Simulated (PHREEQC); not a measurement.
Solution (35 °C): 0.16 mol FeCl3, 0.042 mol CaCl2, 3.8e-05 mol H2SO4 and 0.00014 mol NaCl per kg of water. Closed to the air; pH follows from the charge balance.

Model: ion-association model, phreeqc.dat, run in PHREEQC.

Question: The ionic strength comes out as 0.660 mol/kgw. What activity coefficients do Na+, Ca+2, Fe(OH)2+, Cl-, Fe+3 get?

Answer: Na+ 0.71, Ca+2 0.24, Fe(OH)2+ 0.67, Cl- 0.63, Fe+3 0.077.

This is a speciation only: nothing precipitates in the calculation. The solution is supersaturated, for example in Hematite (slow to form), Goethite (slow to form), so a real one may precipitate; this is no full list. Species that the database lacks are ignored.
